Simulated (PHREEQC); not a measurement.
1 kg of water holding 0.18 mol KCl, 0.0092 mol NaCl, 0.071 mol CaCl2 and 0.015 mol SrCl2 is evaporated at 20 °C; the solids stay in contact with the brine. CO2 from the air is kept out. The run lets Halite, Portlandite, Sylvite precipitate or redissolve, and no other solid.

Computed with PHREEQC (Pitzer model, pitzer.dat).

### Question
Predict ionic strength at water left (kg) = 0.6755, 0.5552, 0.09502, 0.07809, 0.01627.

### Answer
```csv
water left (kg),ionic strength
0.6755,0.662
0.5552,0.805
0.09502,4.71
0.07809,5.73
0.01627,16.7
```

Complexes and solids missing from the database can't appear.
